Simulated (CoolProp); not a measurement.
Isohexane at 298.15 K and 0.009 MPa is compressed adiabatically to 0.0367 MPa with isentropic efficiency 0.9. Each further row changes one setting.

Values from CoolProp's reference Helmholtz-energy equation of state, Lemmon 2006. It is a short technical equation, of lower accuracy than the large ones.

```csv
case,work (kJ/kg),final temperature (K),final density (kg/m³)
as stated,46.3,325.9,1.19
efficiency 1,41.6,323.3,1.20
efficiency 0.65,64.1,335.7,1.15
```
